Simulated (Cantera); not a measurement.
Input (Python, Cantera):

```python
import numpy as np
import cantera as ct

gas = ct.Solution("gri30.yaml")
gas.TPX = 2225, 13332, {'CH4': 0.033, 'H2': 1, 'N2': 0.01}
inlet = ct.Reservoir(gas, clone=True)

reactor = ct.IdealGasConstPressureReactor(gas, energy="off", clone=False)
exhaust = ct.Reservoir(gas, clone=True)
tau = [11, 3.4, 1.1, 0.35, 0.11, 0.036, 0.012, 0.0037, 0.0012, 0.00039, 0.00012][0]
for a, b in ((inlet, reactor), (reactor, exhaust)):
    ct.MassFlowController(a, b, mdot=lambda t: reactor.mass / tau)
net = ct.ReactorNet([reactor])
show = ['CH4', 'H2', 'C2H4', 'CH2', 'HCN', 'C2H6']

rows = []
print(f"{'tau/s':>10s}{'T/K':>9s}" + "".join(f"{s:>11s}" for s in show))
for tau in [11, 3.4, 1.1, 0.35, 0.11, 0.036, 0.012, 0.0037, 0.0012, 0.00039, 0.00012]:
    net.initial_time = 0.0
    net.advance(30 * tau)
    before = gas.X
    net.advance(40 * tau)
    drift = np.max(np.abs(gas.X - before) / (gas.X + 1e-9))
    rows.append([gas.T, *gas[show].X, drift])
    print(f"{tau:10.3e}{gas.T:9.1f}" + "".join(f"{x:11.3e}" for x in gas[show].X))
```

Output:

```
     tau/s      T/K        CH4         H2       C2H4        CH2        HCN       C2H6
 1.100e+01   2225.0  1.149e-04  9.581e-01  4.165e-06  1.050e-06  2.629e-04  2.751e-10
 3.400e+00   2225.0  1.797e-04  9.581e-01  4.203e-06  1.619e-06  1.279e-04  6.424e-10
 1.100e+00   2225.0  3.041e-04  9.582e-01  4.278e-06  2.662e-06  6.766e-05  1.784e-09
 3.500e-01   2225.0  5.480e-04  9.585e-01  4.498e-06  4.513e-06  3.551e-05  5.606e-09
 1.100e-01   2225.0  1.037e-03  9.589e-01  5.202e-06  7.616e-06  1.776e-05  1.909e-08
 3.600e-02   2225.0  1.993e-03  9.594e-01  7.359e-06  1.221e-05  8.444e-06  6.520e-08
 1.200e-02   2225.0  3.876e-03  9.597e-01  1.389e-05  1.839e-05  3.649e-06  2.211e-07
 3.700e-03   2225.0  7.816e-03  9.590e-01  3.430e-05  2.588e-05  1.248e-06  7.691e-07
 1.200e-03   2225.0  1.422e-02  9.571e-01  7.782e-05  3.061e-05  3.543e-07  2.078e-06
 3.900e-04   2225.0  2.230e-02  9.549e-01  1.222e-04  2.638e-05  6.746e-08  3.606e-06
 1.200e-04   2225.0  2.862e-02  9.556e-01  7.395e-05  9.999e-06  3.626e-09  2.365e-06
```

Detailed kinetics in Cantera: GRI-Mech 3.0 (53 species, 325 reactions). GRI-Mech 3.0 stops at C3 and has no aromatics, soot or wall deposition, so with more carbon than oxygen in the feed, carbon stays in small species such as C2H2 where larger ones or solid carbon would form.
